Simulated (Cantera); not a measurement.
## Thermodynamics of halide evaporation, hydrolysis and transport, feed BaF2 + O2 + H2

Charge: 1 mol BaF2, 0.81 mol O2, a varied amount of H2, at 1475 K and 0.250 bar.

Method: chemical equilibrium by Gibbs-energy minimisation in Cantera with the NASA 1993 tables (ideal gas, pure condensed phases). Candidate condensed phases: Ba, BaF2, BaO, Ba(OH)2, H2O; 27 gas species. Mutual solubility and eutectic melting of coexisting phases are not modelled. Rates play no part.

From 0.79 mol H2 to 3.4 mol H2 the condensed part is BaF2(s) + BaO(s). The main Ba-bearing gas is Ba(OH)2 throughout.

```tsv
n(H2) (mol)	x H2O	x H2	x O2	x HF	x Ba(OH)2	n BaF2(s)	n BaO(s)
0.79	0.653	3.00e-6	0.344	0.00173	0.000551	0.999	0.000377
0.92	0.722	3.71e-6	0.275	0.00181	0.000609	0.999	0.000380
1.1	0.806	4.97e-6	0.191	0.00192	0.000680	0.999	0.000380
1.2	0.848	5.92e-6	0.149	0.00197	0.000715	0.999	0.000379
1.4	0.924	9.23e-6	0.0727	0.00205	0.000779	0.998	0.000374
1.6	0.991	3.39e-5	0.00619	0.00213	0.000835	0.998	0.000367
1.9	0.850	0.147	2.42e-10	0.00197	0.000717	0.998	0.000508
2.2	0.734	0.263	5.63e-11	0.00183	0.000619	0.998	0.000649
2.6	0.621	0.377	1.97e-11	0.00168	0.000524	0.998	0.000823
3	0.538	0.460	9.95e-12	0.00157	0.000454	0.997	0.000984
3.4	0.475	0.523	5.98e-12	0.00147	0.000400	0.997	0.00113
```
x: gas mole fraction; n: condensed amount in mol.
